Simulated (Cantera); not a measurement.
# Hydrocarbon pyrolysis for carbon deposition

An isothermal, constant-pressure homogeneous reactor starts with 7.14 % CH4, 92.9 % N2, at 1900 K and 0.210 bar.

Model: GRI-Mech 3.0 (53 species, 325 reactions), integrated in Cantera. GRI-Mech 3.0 stops at C3 and has no aromatics, soot or wall deposition, so with more carbon than oxygen in the feed, carbon stays in small species such as C2H2 where larger ones or solid carbon would form.

```csv
t (s),x CH4,x H,x H2,x C2H6,x CH2,x CH3
0.000300,0.0695,1.05e-5,0.00117,1.47e-5,1.33e-6,0.00136
0.000609,0.0652,3.36e-5,0.00496,5.18e-5,3.91e-6,0.00244
0.00124,0.0505,0.000112,0.0223,8.13e-5,7.24e-6,0.00303
0.00251,0.0296,0.000218,0.0546,3.49e-5,6.11e-6,0.00202
0.00510,0.0152,0.000303,0.0771,1.02e-5,4.11e-6,0.00112
0.0104,0.00679,0.000384,0.0896,2.46e-6,2.56e-6,0.000565
0.0211,0.00276,0.000455,0.0956,4.92e-7,1.40e-6,0.000259
0.0428,0.00110,0.000506,0.0981,8.95e-8,6.84e-7,0.000112
0.0868,0.000456,0.000533,0.0990,1.66e-8,3.15e-7,4.89e-5
0.176,0.000201,0.000545,0.0994,3.35e-9,1.45e-7,2.19e-5
0.358,9.34e-5,0.000549,0.0995,7.64e-10,6.84e-8,1.03e-5
0.727,4.82e-5,0.000550,0.0996,2.33e-10,3.55e-8,5.31e-6
1.48,3.23e-5,0.000550,0.0996,1.27e-10,2.38e-8,3.56e-6
3.00,2.94e-5,0.000550,0.0996,1.12e-10,2.17e-8,3.24e-6
```
x: mole fraction; the columns are a selection and need not sum to one.

Equilibrium at this temperature and pressure: CH4 1.63e-5, H 0.000551, H2 0.0997, C2H6 3.11e-11, CH2 1.21e-8, CH3 1.80e-6 (gas phase only).
